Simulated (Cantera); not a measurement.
A closed system holds: 1 mol Ca(OH)2, 0.039 mol C, 1.7 mol CO2, at 2173.15 K and 0.250 bar.

Equilibrium computed with Cantera from the NASA thermochemical tables; the gas is ideal and each condensed phase is pure. Candidate condensed phases: C, C6H6, C7H8, C8H18, Ca, CaCO3, CaO, Ca(OH)2, H2O; 115 gas species. The numbers say what is thermodynamically allowed, not how fast it happens.

Base state: CO2 0.574, H2O 0.350, CO 0.0507, O2 0.0128, H2 0.00595, OH 0.00586, H 0.000745, O 0.000515 (mole fractions); condensed: CaO(s).

Q: What changes in the equilibrium state with this change: Ca(OH)2 replaced by MgCO3?

A: 
```tsv
species	before	after
CO2	0.574	0.914
CO	0.0507	0.0664
O2	0.0128	0.0189
H2O	0.350	0
Ca(OH)2	0.000123	0
H2	0.00595	0
OH	0.00586	0
H	0.000745	0
O	0.000515	0.000626
CaO(s), mol	1.000	0
MgO(s), mol	0	1.000
```
Further candidate phases: Mg, MgCO3, MgO.

Q: What changes in the equilibrium state with this change: temperature from 2173.15 K to 1425 K?

A: 
| species | before | after |
|---|---|---|
| CO2 | 0.574 | 0.612 |
| H2O | 0.350 | 0.359 |
| CO | 0.0507 | 0.0226 |
| O2 | 0.0128 | 6.56e-9 |
| Ca(OH)2 | 0.000123 | 6.44e-8 |
| O | 0.000515 | <1e-9 |
| OH | 0.00586 | 1.40e-6 |
| H | 0.000745 | 1.04e-6 |
| H2 | 0.00595 | 0.00584 |
| CaO(s), mol | 1.000 | 1.00 |

Q: What changes in the equilibrium state with this change: pressure from 0.250 bar to 6.70 bar?

A: 
```
species        before     after
-----------  --------  --------
CO2             0.574     0.604
H2O             0.350     0.360
CO             0.0507    0.0291
O2             0.0128   0.00161
Ca(OH)2      0.000123  0.000126
O            0.000515   3.53e-5
H            0.000745  0.000108
CaO(s), mol     1.000     1.000
```
